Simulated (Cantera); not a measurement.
Input: 1 mol PbCl2, 4.1 mol H2, equilibrated at 1.00 bar.

These are equilibrium values from Cantera (NASA tables, ideal gas, pure condensed phases), not measurements of a reactor. Candidate condensed phases: Pb, PbCl2; 10 gas species. The tables' values for PbCl4 are old estimates; treat these amounts as uncertain. Equilibrium is a limit: real reactors are often held back by kinetics, nucleation or transport. All values below are at 1252 °C.

Base state: H2 0.643, HCl 0.193, PbCl 0.0972, PbCl2 0.0351, Pb 0.0311, PbCl4 2.40e-5, H 1.90e-5, Pb2 1.53e-5 (mole fractions); condensed: Pb(l).

**Question.** What changes in the equilibrium state with this change: pressure from 1.00 bar to 0.760 Pa?

**Answer.** 
```csv
species,before,after
H2,0.643,0.506
HCl,0.193,0.321
Pb,0.0311,0.161
PbCl2,0.0351,4.83e-6
PbCl,0.0972,0.00259
PbCl4,2.40e-5,<1e-9
Pb2,1.53e-5,3.09e-9
"Pb(l), mol",0.0940,0
```
